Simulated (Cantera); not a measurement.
What does this Cantera script print?

```python
import numpy as np
import cantera as ct

gas_names = """
    H H2 Ti
""".split()
cond_names = """
    Ti(a) Ti(b) Ti(L)
""".split()


def load(file, names, dense=False):
    # The tables refer to 1 bar. Condensed volumes are neglected.
    table = {s.name: s for s in ct.Species.list_from_file(file)}
    out = []
    for n in names:
        d = dict(table[n].input_data)
        d["thermo"] = dict(d["thermo"], **{"reference-pressure": 1e5})
        if dense:
            d["equation-of-state"] = {"model": "constant-volume", "density": "1e6 g/cm^3"}
        out.append(ct.Species.from_dict(d))
    return out


gas = ct.Solution(thermo="ideal-gas", species=load("nasa_gas.yaml", gas_names))
cond = {s.name: ct.Solution(thermo="fixed-stoichiometry", species=[s], name=s.name)
        for s in load("nasa_condensed.yaml", cond_names, dense=True)}
atoms = {
    'Ti': {'Ti': 1},
    'H2': {'H': 2},
}
top_T = {}  # K; cautious upper limits of use, not melting points


def equilibrate(T, P, feed):
    n = {}
    for name, mol in feed.items():
        for a, k in atoms[name].items():
            n[a] = n.get(a, 0.0) + k * mol
    gas.TPX = T, P, n
    mass = sum(n.values()) * gas.mean_molecular_weight
    gas.equilibrate("TP")
    valid = [c for c in cond.values() if c.min_temp <= T <= top_T.get(c.name, c.max_temp)]
    mix = ct.Mixture([(gas, mass / gas.mean_molecular_weight)] + [(c, 0.0) for c in valid])
    mix.T, mix.P = T, P
    mix.equilibrate("TP", solver="vcs", rtol=1e-11, max_steps=5000)
    return mix


results = []
feed = {'Ti': 1, 'H2': 68}  # mol
T = 2073  # K
for P in [10, 32, 100, 320, 1000, 3200, 10000, 32000, 100000]:
    mix = equilibrate(T, P, feed)
    results.append((T, P, feed, dict(zip(mix.species_names, mix.species_moles))))

top = {s: max(r[3][s] / sum(r[3][g] for g in gas_names) for r in results) for s in gas_names}
cols = sorted((s for s in top if top[s] > 1e-05), key=lambda s: -top[s])[:5]
seen = [c for c in cond_names if any(r[3].get(c, 0) > 1e-12 for r in results)]
print("log10 of partial pressures in bar; condensed amounts in mol")
print(f"{'P/Pa':>10s}" + "".join(f"{s[:9]:>10s}" for s in cols + seen))
for T, P, feed, n in results:
    ng = sum(n[g] for g in gas_names)
    print(f"{P:10.4g}" + "".join(f"{np.log10(max(n[s] / ng * P / 1e5, 1e-99)):10.3f}" for s in cols)
          + "".join(f"{n.get(c, 0):10.4g}" for c in seen))
```

It prints:

```
log10 of partial pressures in bar; condensed amounts in mol
      P/Pa        H2         H        Ti     Ti(L)
        10    -4.120    -4.640    -5.892         0
        32    -3.565    -4.363    -5.364         0
       100    -3.042    -4.101    -4.856         0
       320    -2.519    -3.839    -4.601    0.4507
      1000    -2.013    -3.586    -4.601    0.8269
      3200    -1.502    -3.331    -4.601    0.9463
     1e+04    -1.004    -3.082    -4.601    0.9829
   3.2e+04    -0.497    -2.828    -4.601    0.9947
     1e+05    -0.001    -2.581    -4.601    0.9983
```

Equilibrium computed with Cantera from the NASA thermochemical tables; the gas is ideal and each condensed phase is pure.
